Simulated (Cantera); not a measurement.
A Cantera script and its output.

```python
import numpy as np
import cantera as ct

gas = ct.Solution("gri30.yaml")
gas.TPX = 1100, 101325, {'N2O': 1, 'H2O': 0.092}
reactor = ct.IdealGasConstPressureReactor(gas, energy="off", clone=False)
net = ct.ReactorNet([reactor])
net.rtol, net.atol = 1e-08, 1e-18
show = ['N2O', 'H2O', 'HO2', 'N2', 'H2', 'H2O2', 'O']
times = np.geomspace(0.0009, 100, 14)

steps = ct.SolutionArray(gas, extra=["t"])
rows = []
print(f"{'t/s':>10s}{'T/K':>9s}{'P/Pa':>11s}" + "".join(f"{s:>11s}" for s in show))
for t in times:
    while net.time < t:
        t_next = net.step()
        steps.append(gas.state, t=t_next)
    rows.append([np.interp(t, steps.t, y) for y in (steps.T, steps.P, *steps(*show).X.T)])
    print(f"{t:10.3e}{rows[-1][0]:9.1f}{rows[-1][1]:11.4g}" + "".join(f"{x:11.3e}" for x in rows[-1][2:]))
rate = np.gradient(steps.T, steps.t)
print("integrator steps:", len(steps.t))
if steps.T.max() > steps.T[0] + 200:
    print(f"time of steepest temperature rise: {steps.t[rate.argmax()]:.4e} s")
gas.TPX = 1100, 101325, {'N2O': 1, 'H2O': 0.092}
gas.equilibrate("TP")
print(f"equilibrium (TP): T = {gas.T:.1f} K  " + "  ".join(f"{s} {gas[s].X[0]:.3e}" for s in show))
```

Output:

```
       t/s      T/K       P/Pa        N2O        H2O        HO2         N2         H2       H2O2          O
 9.000e-04   1100.0  1.013e+05  9.156e-01  8.424e-02  1.579e-06  8.070e-05  2.130e-09  1.412e-08  4.040e-07
 2.200e-03   1100.0  1.013e+05  9.154e-01  8.424e-02  3.053e-06  2.002e-04  8.878e-09  1.170e-07  4.031e-07
 5.377e-03   1100.0  1.013e+05  9.150e-01  8.422e-02  2.899e-06  4.943e-04  2.507e-08  1.630e-07  4.027e-07
 1.314e-02   1100.0  1.013e+05  9.139e-01  8.419e-02  2.386e-06  1.218e-03  4.825e-08  1.144e-07  4.006e-07
 3.212e-02   1100.0  1.013e+05  9.113e-01  8.412e-02  1.957e-06  2.987e-03  5.506e-08  8.435e-08  3.930e-07
 7.851e-02   1100.0  1.013e+05  9.049e-01  8.394e-02  1.515e-06  7.260e-03  3.639e-08  6.297e-08  3.768e-07
 1.919e-01   1100.0  1.013e+05  8.897e-01  8.350e-02  1.030e-06  1.742e-02  2.119e-08  4.967e-08  3.535e-07
 4.690e-01   1100.0  1.013e+05  8.545e-01  8.249e-02  6.104e-07  4.099e-02  1.367e-08  4.682e-08  3.275e-07
 1.146e+00   1100.0  1.013e+05  7.774e-01  8.026e-02  3.239e-07  9.262e-02  9.917e-09  4.787e-08  2.990e-07
 2.802e+00   1100.0  1.013e+05  6.285e-01  7.597e-02  1.586e-07  1.923e-01  7.544e-09  4.513e-08  2.610e-07
 6.848e+00   1100.0  1.013e+05  4.033e-01  6.946e-02  7.429e-08  3.436e-01  5.484e-09  3.557e-08  2.030e-07
 1.674e+01   1100.0  1.013e+05  1.725e-01  6.279e-02  3.385e-08  4.994e-01  3.308e-09  2.101e-08  1.206e-07
 4.091e+01   1100.0  1.013e+05  3.673e-02  5.886e-02  1.360e-08  5.918e-01  1.171e-09  6.800e-09  3.736e-08
 1.000e+02   1100.0  1.013e+05  1.807e-03  5.786e-02  4.645e-09  6.159e-01  2.045e-10  6.598e-10  3.290e-09
integrator steps: 1638
equilibrium (TP): T = 1100.0 K  N2O 6.301e-09  H2O 5.779e-02  HO2 4.112e-09  N2 6.281e-01  H2 1.359e-10  H2O2 2.945e-10  O 1.398e-09
```

Cantera simulation using GRI-Mech 3.0 (53 species, 325 reactions); the numbers are that mechanism's predictions, not measurements. GRI-Mech 3.0 was tuned for natural gas; its chemistry of N2O as a main component is partial and can be far from experiment. The mechanism lacks the step 2 NO + O2 → 2 NO2, which can matter for NO2 below about 1400 K. The temperature is held fixed by assumption; the heat of reaction is taken as removed at once.
